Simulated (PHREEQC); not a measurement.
PHREEQC input (ion-association model, phreeqc.dat):

```
SOLUTION 1
  temp 20
  units mol/kgw
  pH 7 charge
  Cl 0.002
END
SELECTED_OUTPUT 1
  -reset false
  -pH true
  -pe true
  -ionic_strength true
  -water true
  -totals Br Ca Cl Na P
  -molalities H+ Ca+2 Na+ Cl- PO4-3 Br- OH- O2 HPO4-2 H2PO4-
    H3PO4 CaOH+ CaPO4- CaHPO4 CaH2PO4+ NaOH NaHPO4-
  -equilibrium_phases Hydroxyapatite Halite
PRINT
  -reset false
USE solution 1
REACTION 1
  NaBr 1
  0 0.0208 0.0417 0.0625 0.0833 0.104 0.125 0.146 0.167 0.188 0.208 0.229 0.25 moles
EQUILIBRIUM_PHASES 1
  Hydroxyapatite 0 0.5
  Halite 0 0
  O2(g) -0.68 10
END
```

Selected output (columns that matter, 13 of 13 rows; NaBr added (mol) added in front):

```
NaBr added (mol)	pH	mu	Br	Ca	Na	P	m_H+	m_Ca+2	m_Na+	m_Br-	m_OH-	m_HPO4-2	m_H2PO4-	Hydroxyapatite
0	6.1293	0.0044618	0	0.0015066	0	0.00090394	7.9237e-07	0.0014545	0	0	9.9095e-09	7.7683e-05	0.00077414	0.4997
0.0208	6.2328	0.025416	0.0208	0.0015369	0.0208	0.00092213	6.6379e-07	0.0014941	0.020797	0.0208	1.3679e-08	0.00012143	0.00075517	0.49969
0.0417	6.2832	0.046416	0.0417	0.0015582	0.0417	0.00093492	6.0735e-07	0.0015195	0.041694	0.0417	1.6044e-08	0.00015011	0.00074022	0.49969
0.0625	6.3176	0.067295	0.0625	0.001576	0.0625	0.00094559	5.7112e-07	0.0015398	0.062491	0.0625	1.7913e-08	0.00017309	0.00072729	0.49968
0.0833	6.3439	0.088163	0.0833	0.0015916	0.0833	0.00095498	5.447e-07	0.0015574	0.083287	0.0833	1.9502e-08	0.00019271	0.00071568	0.49968
0.104	6.3651	0.10892	0.104	0.0016057	0.104	0.00096341	5.2425e-07	0.0015729	0.10398	0.104	2.0891e-08	0.00020985	0.00070513	0.49968
0.125	6.383	0.12998	0.125	0.0016187	0.125	0.00097124	5.0748e-07	0.0015872	0.12498	0.125	2.2155e-08	0.00022537	0.00069525	0.49968
0.146	6.3982	0.15103	0.146	0.0016308	0.146	0.00097847	4.9356e-07	0.0016003	0.14598	0.146	2.3303e-08	0.00023939	0.00068606	0.49967
0.167	6.4115	0.17207	0.167	0.001642	0.167	0.0009852	4.8177e-07	0.0016124	0.16697	0.167	2.4354e-08	0.00025215	0.00067747	0.49967
0.188	6.4232	0.19311	0.188	0.0016525	0.188	0.0009915	4.7163e-07	0.0016237	0.18797	0.188	2.5326e-08	0.00026384	0.0006694	0.49967
0.208	6.4331	0.21315	0.208	0.0016619	0.208	0.00099715	4.6319e-07	0.0016338	0.20797	0.208	2.6186e-08	0.00027411	0.00066214	0.49967
0.229	6.4425	0.23419	0.229	0.0016713	0.229	0.0010028	4.5537e-07	0.0016438	0.22896	0.229	2.703e-08	0.0002841	0.00065491	0.49967
0.25	6.4509	0.25522	0.25	0.0016801	0.25	0.0010081	4.4844e-07	0.0016532	0.24996	0.25	2.7819e-08	0.00029336	0.00064806	0.49966
```

Complexes and solids missing from the database can't appear.
